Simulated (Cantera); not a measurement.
Charge: 1 mol SO2, 2.5 mol O2, equilibrated at 2402 °C and 0.0825 Torr.

Cantera equilibrium calculation (NASA polynomials, part measured and part estimated; ideal gas, pure solids and liquids). Candidate condensed phases: S; 10 gas species. The numbers say what is thermodynamically allowed, not how fast it happens.

Base state: O 0.791, S 0.0735, O2 0.0654, SO 0.0586, SO2 0.0109, S2 7.83e-5 (mole fractions); condensed: gas only.

Q: What changes in the equilibrium state with this change: pressure from 0.0825 Torr to 10.0 Torr?

A: 
```tsv
species	before	after
O2	0.0654	0.542
SO2	0.0109	0.213
O	0.791	0.207
S	0.0735	0.00143
SO	0.0586	0.0360
SO3	4.06e-8	2.51e-5
S2	7.83e-5	3.57e-6
```

Q: What changes in the equilibrium state with this change: temperature from 2402 °C to 1902 °C?

A: 
```json
[
 {"species": "O2", "before": "0.0654", "after": "0.575"},
 {"species": "SO2", "before": "0.0109", "after": "0.239"},
 {"species": "O", "before": "0.791", "after": "0.166"},
 {"species": "S", "before": "0.0735", "after": "0.000461"},
 {"species": "SO", "before": "0.0586", "after": "0.0192"},
 {"species": "S2", "before": "7.83e-5", "after": "2.80e-7"}
]
```
